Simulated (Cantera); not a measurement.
Si + N2O + H2 (thermal oxidation and active oxidation of silicon)

A closed system holds: 1 mol Si, 0.048 mol N2O, 70 mol H2, at 1327 °C.

Cantera equilibrium calculation (NASA polynomials, part measured and part estimated; ideal gas, pure solids and liquids). Candidate condensed phases: H2O, Si, SiO2, Si2N2O, Si3N4; 35 gas species. Mutual solubility and eutectic melting of coexisting phases are not modelled. Gases not in the tables: Si2H6 and higher silanes. The numbers say what is thermodynamically allowed, not how fast it happens.

```json
[
 {"P (Pa)": "0.100", "x H2": "0.933", "x H": "0.0525", "x Si": "0.0130", "x N2": "0.000658", "x SiO": "0.000658", "n Si(s)": "0", "n Si2N2O(s)": "0"},
 {"P (Pa)": "1.50", "x H2": "0.978", "x H": "0.0139", "x Si": "0.00650", "x N2": "0.000675", "x SiO": "0.000676", "n Si(s)": "0.483", "n Si2N2O(s)": "0"},
 {"P (Pa)": "22", "x H2": "0.995", "x H": "0.00366", "x Si": "0.000443", "x N2": "0.000683", "x SiO": "0.000683", "n Si(s)": "0.919", "n Si2N2O(s)": "0"},
 {"P (Pa)": "320", "x H2": "0.998", "x H": "0.000960", "x Si": "3.05e-5", "x N2": "0.000684", "x SiO": "0.000684", "n Si(s)": "0.949", "n Si2N2O(s)": "0"},
 {"P (Pa)": "4600", "x H2": "0.998", "x H": "0.000253", "x Si": "2.12e-6", "x N2": "0.000685", "x SiO": "0.000685", "n Si(s)": "0.951", "n Si2N2O(s)": "0"},
 {"P (Pa)": "68000", "x H2": "1.000", "x H": "6.59e-5", "x Si": "1.43e-7", "x N2": "7.38e-5", "x SiO": "7.38e-5", "n Si(s)": "0.909", "n Si2N2O(s)": "0.0428"},
 {"P (Pa)": "1000000", "x H2": "1.000", "x H": "1.72e-5", "x Si": "9.75e-9", "x N2": "4.85e-6", "x SiO": "5.20e-6", "n Si(s)": "0.903", "n Si2N2O(s)": "0.0476"}
]
```
x: gas mole fraction; n: condensed amount in mol.

At 0.100 Pa nothing is condensed. From 1.50 Pa to 4600 Pa the condensed part is Si(s). From 68000 Pa to 1000000 Pa the condensed part is Si(s) + Si2N2O(s). The main Si-bearing gas is Si at 0.100 Pa and SiH4 at 1000000 Pa. The share of Si in condensed phases is highest at 1000000 Pa (99.8 %) and lowest at 0.100 Pa (0.0 %).
